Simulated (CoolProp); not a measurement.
Properties of ethanol along the isotherm 571.8 K (Tc = 514.7 K, pc = 6.268 MPa, ω = 0.644).

The numbers come from the reference Helmholtz-energy equation of state, Schroeder 2014 in CoolProp.

| p (MPa) | phase | cp (kJ/(kg K)) | cv (kJ/(kg K)) | expansivity (1/kK) |
|---|---|---|---|---|
| 0.0297 | gas | 2.281 | 2.099 | 1.756 |
| 0.048 | gas | 2.283 | 2.100 | 1.760 |
| 0.0776 | gas | 2.285 | 2.102 | 1.768 |
| 0.125 | gas | 2.290 | 2.105 | 1.779 |
| 0.203 | gas | 2.298 | 2.109 | 1.798 |
| 0.327 | gas | 2.310 | 2.116 | 1.829 |
| 0.529 | gas | 2.331 | 2.128 | 1.881 |
| 0.854 | gas | 2.365 | 2.148 | 1.968 |
| 1.38 | gas | 2.424 | 2.180 | 2.120 |
| 2.23 | gas | 2.529 | 2.234 | 2.399 |
| 3.6 | gas | 2.734 | 2.330 | 2.967 |
| 5.82 | gas | 3.220 | 2.508 | 4.427 |
| 9.4 | supercritical | 5.090 | 2.885 | 10.76 |
